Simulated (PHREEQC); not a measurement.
Consider water at 20 °C with 0.0022 mol/kgw HCl, 0.00034 mol/kgw ZnSO4 and 4.6e-05 mol/kgw MnSO4. Closed to the air; pH follows from the charge balance.

The numbers come from PHREEQC with the ion-association model, phreeqc.dat.

No solid was allowed to form.

Task: What pH, specific conductance does the model give?

Result: pH 2.69; specific conductance 858 µS/cm.

Task: In which forms is Zn present?

Result: Zn+2 95 %, ZnSO4 4.2 % of the Zn.

Complexes and solids missing from the database can't appear.
